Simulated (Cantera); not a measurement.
A freely propagating, adiabatic, planar premixed flame of 2.17 % CH4, 0.752 % C2H6, 1.15 % C3H8, 17.7 % O2, 67.5 % N2, 10.7 % H2O, equivalence ratio 0.72, unburnt at 350 K and 1800 Torr; mixture-averaged transport, grid criteria slope 0.08 and curve 0.16, no radiation.

Cantera simulation using GRI-Mech 3.0 (53 species, 325 reactions); the numbers are that mechanism's predictions, not measurements. GRI-Mech 3.0 was tuned for natural gas; its chemistry of propane as a main component is partial and can be far from experiment. Burning velocities carry a grid error of a few per cent, more on coarse grids.

Q: Predict: laminar burning velocity; thermal thickness; peak x(C2H); peak x(CH3).

A: 
- laminar burning velocity: 13.5 cm/s
- thermal thickness: 0.435 mm
- peak x(C2H): 2.74e-8
- peak x(CH3): 0.000324
